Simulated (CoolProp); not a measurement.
Model: reference Helmholtz-energy equation of state, Span 2000, in CoolProp.

Q: For nitrogen, give the phase and the Z, cp (kJ/(kg K)), isothermal compressibility (1/MPa), Prandtl number at -202.65 °C and 31.2 bar.

A: 
- -202.65 °C and 31.2 bar: liquid; Z 0.177, cp 1.99, isothermal compressibility 0.00235, Prandtl number 2.78

Viscosity comes from a separate model (Lemmon 2004). Thermal conductivity comes from a separate model (Lemmon 2004).
